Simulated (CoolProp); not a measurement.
Values from CoolProp's reference Helmholtz-energy equation of state, Lemmon 2013.

Q: Give the vapour pressure (MPa), liquid density (kg/m³), vapour density (kg/m³), vapour viscosity (µPa s) of saturated propylene at 294.2 K.

A: 
| T (K) | p (MPa) | liquid density (kg/m³) | vapour density (kg/m³) | vapour viscosity (µPa s) |
|---|---|---|---|---|
| 294.2 | 1.04 | 513 | 22.0 | 8.70 |

Viscosity comes from a separate model (Huber 2003), an estimate that may be off by 10 % or more.
